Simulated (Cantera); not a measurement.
Charge: 1 mol Si, 4.3 mol CO, 1.9 mol N₂, at 9.20 bar.

Cantera equilibrium calculation (NASA polynomials, part measured and part estimated; ideal gas, pure solids and liquids). Candidate condensed phases: C, Si, SiC, SiO₂, Si₂N₂O, Si₃N₄; 34 gas species. The tables hold silica as quartz up to 1696 K and as liquid above; real silica turns to tridymite and cristobalite and melts near 1996 K. Kinetics and transport are ignored. All values below are at 1250 K.

Base state: CO 0.514, N₂ 0.463, CO₂ 0.0234 (mole fractions); condensed: C(graphite) + SiO₂(β-quartz).

Question: What changes in the equilibrium state with this change: pressure from 9.20 bar to 0.120 bar?

Answer: 
```json
[
 {"species": "CO", "before": "0.514", "after": "0.547"},
 {"species": "N₂", "before": "0.463", "after": "0.453"},
 {"species": "CO₂", "before": "0.0234", "after": "0.000346"},
 {"species": "C(graphite), mol", "before": "2.10", "after": "2.00"},
 {"species": "SiO₂(β-quartz), mol", "before": "1.00", "after": "1.00"}
]
```

Question: What changes in the equilibrium state with this change: pressure from 9.20 bar to 0.00550 bar?

Answer: 
```
species              before    after
-------------------  ------  -------
CO                    0.514    0.623
N₂                    0.463    0.377
CO₂                  0.0234  2.05e-5
C(graphite), mol       2.10     1.46
SiO₂(β-quartz), mol    1.00    0.640
Si₂N₂O(s), mol            0    0.180
```
N₂ is the only nitrogen source here; it is nearly inert below about 1500 K, so the nitride shown seldom forms there in practice. Mutual solubility and eutectic melting of coexisting phases are not modelled.

Question: What changes in the equilibrium state with this change: CO from 4.3 to 3.4 mol?

Answer: 
```
species              before   after
-------------------  ------  ------
N₂                    0.463   0.584
CO                    0.514   0.402
CO₂                  0.0234  0.0143
C(graphite), mol       2.10    2.05
SiO₂(β-quartz), mol    1.00    1.00
```
